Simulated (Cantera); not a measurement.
Feed: 1 mol SiH₂Cl₂, 9.6 mol H₂, at 1748.15 K and 0.00133 bar.

Equilibrium computed with Cantera from the NASA thermochemical tables; the gas is ideal and each condensed phase is pure. Candidate condensed phases: Si; 19 gas species. The tables' values for SiCl, SiCl₃ are old estimates; treat these amounts as uncertain. Gases not in the tables: Si₂H₆ and higher silanes. Kinetics and transport are ignored.

Base state: H₂ 0.858, HCl 0.0971, SiCl₂ 0.0366, H 0.00580, Si 0.00109, Cl 0.000507, SiCl 0.000498, SiCl₃ 8.95e-5 (mole fractions); condensed: Si(l).

What changes in the equilibrium state with this change: pressure from 0.00133 bar to 0.0390 bar?


```csv
species,before,after
H₂,0.858,0.864
HCl,0.0971,0.0974
SiCl₂,0.0366,0.0366
H,0.00580,0.00108
Si,0.00109,3.74e-5
SiHCl₃,7.59e-7,2.22e-5
SiCl₄,3.90e-7,1.14e-5
"Si(l), mol",0.553,0.568
```
The tables' values for SiCl₃, SiCl are old estimates; treat these amounts as uncertain.
